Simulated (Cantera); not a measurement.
Charge: 1 mol SiO2, 0.17 mol Al2O3, 0.12 mol H2, equilibrated at 2673 K and 1.00 Torr.

Method: chemical equilibrium by Gibbs-energy minimisation in Cantera with the NASA 1993 tables (ideal gas, pure condensed phases). Candidate condensed phases: Al, Al2O3, Al2SiO5, Al6Si2O13, H2O, Si, SiO2; 28 gas species. The tables' values for SiO2, AlOH are old estimates; treat these amounts as uncertain. Equilibrium is a limit: real reactors are often held back by kinetics, nucleation or transport.

Base state: SiO 0.494, O 0.279, O2 0.100, H 0.0858, OH 0.0190, AlO 0.00815, H2 0.00374, SiO2 0.00363 (mole fractions); condensed: Al2O3(l).

**Question.** What changes in the equilibrium state with this change: H2 from 0.12 to 2.4 mol?

**Answer.** 
```csv
species,before,after
H,0.0858,0.487
SiO,0.494,0.175
H2,0.00374,0.120
O,0.279,0.0995
H2O,0.00332,0.0380
O2,0.100,0.0127
Al,0.00232,0.0109
OH,0.0190,0.0384
AlO,0.00815,0.0137
AlH,4.80e-7,1.28e-5
AlOH,0.000125,0.00118
SiO2,0.00363,0.000459
"Al2O3(l), mol",0.158,0.0843
```
The tables' values for AlOH, SiO2 are old estimates; treat these amounts as uncertain.
